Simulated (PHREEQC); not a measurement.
Synthetic water in mg/kgw, 25 °C, pH 2.15, pe 9.2:

```csv
constituent,mg/kgw
Na,377
K,0.716
Ca,999
Mg,134
Cl,1080
S(6) as SO4,3090
Cu(2),137
Fe(3),3.98
Zn,23.8
```

Valence states are taken as typed.

All values are PHREEQC results (ion-association model, wateq4f.dat), not measurements.

Precipitation was switched off in this run.

**Question.** Order these Zn species by the share of Zn that they hold, largest first: Zn(SO4)2-2, ZnSO4, Zn+2, ZnCl+.

**Answer.** Zn+2 (62 %), ZnSO4 (32 %), Zn(SO4)2-2 (4.3 %), ZnCl+ (2.0 %)

The pH is 2.15 and the ionic strength 0.107 mol/kgw. Saturation is exceeded, for instance for Gypsum, Hematite (slow to form); the values hold only as long as no solid forms. Species that the database lacks are ignored.
